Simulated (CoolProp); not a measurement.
Vapour-liquid equilibrium of R113 (1) + n-heptane (2) at 0.0339 MPa; x and y are mole fractions of (1).

Model: multi-fluid Helmholtz-energy mixture model, Marx 1992 and Span 2003; pair parameters Bell 2016, in CoolProp.

```tsv
x	bubble temperature (K)	y at the bubble point	dew temperature at overall composition x (K)	liquid density (mol/L)
0.05	331.4	0.260	337.0	6.554
0.2	317.1	0.646	333.1	6.870
0.35	308.4	0.799	328.7	7.155
0.5	302.6	0.876	323.4	7.431
0.65	298.5	0.923	316.9	7.711
0.8	295.2	0.958	308.3	8.004
0.95	292.2	0.989	296.0	8.318
```

No azeotrope shows between x = 0.05 and 0.95.

Pair parameters are fitted to limited data, so mixtures are less certain than the pure fluids.
